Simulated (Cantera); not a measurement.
Feed: 1 mol N2O, 0.6 mol SO2, equilibrated at 1800 °C and 7800000 Pa.

Method: chemical equilibrium by Gibbs-energy minimisation in Cantera with the NASA 1993 tables (ideal gas, pure condensed phases). Candidate condensed phases: S; 17 gas species. The ideal-gas law is rough above about 30 bar. Equilibrium is a limit: real reactors are often held back by kinetics, nucleation or transport.

Base state: N2 0.474, SO2 0.281, O2 0.232, NO 0.00758, SO3 0.00551, NO2 0.000108, O 6.27e-5, SO 1.86e-5 (mole fractions); condensed: gas only.

Q: What changes in the equilibrium state with this change: pressure from 7800000 Pa to 1100000 Pa?

A: 
| species | before | after |
|---|---|---|
| N2 | 0.474 | 0.473 |
| SO2 | 0.281 | 0.284 |
| O2 | 0.232 | 0.233 |
| SO3 | 0.00551 | 0.00210 |
| SO | 1.86e-5 | 4.99e-5 |
| O | 6.27e-5 | 0.000168 |

Q: What changes in the equilibrium state with this change: pressure from 7800000 Pa to 140 Pa?

A: 
```tsv
species	before	after
N2	0.474	0.468
SO2	0.281	0.279
O2	0.232	0.227
O	6.27e-5	0.0146
SO3	0.00551	2.29e-5
S	<1e-9	2.21e-5
NO2	0.000108	4.47e-7
SO	1.86e-5	0.00440
NO	0.00758	0.00745
```

Q: What changes in the equilibrium state with this change: SO2 from 0.6 to 0.3 mol?

A: 
```tsv
species	before	after
N2	0.474	0.552
O2	0.232	0.272
SO2	0.281	0.163
SO	1.86e-5	9.99e-6
SO3	0.00551	0.00347
NO2	0.000108	0.000137
NO	0.00758	0.00886
O	6.27e-5	6.79e-5
```
